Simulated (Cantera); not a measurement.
An adiabatic, constant-pressure homogeneous reactor starts with 20.9 % H2, 16.6 % O2, 62.3 % N2, 0.151 % NO, at 1775 K and 3.00 bar.

Detailed kinetics in Cantera: GRI-Mech 3.0 (53 species, 325 reactions). The hydrogen kinetics of GRI-Mech 3.0 are dated; newer H2 mechanisms differ, most at raised pressure.

One state of this run: T (K) = 2866; x H2 = 0.0132; x O2 = 0.0582; x NO = 0.0110; x N2O = 1.54e-6; x OH = 0.0303; x H = 0.00686. x: mole fraction; the columns are a selection and need not sum to one.

Which value of t (s) does it belong to?
A) 1.00e-6
B) 0.000316
C) 1.00e-5
D) 3.16e-6

B, 0.000316
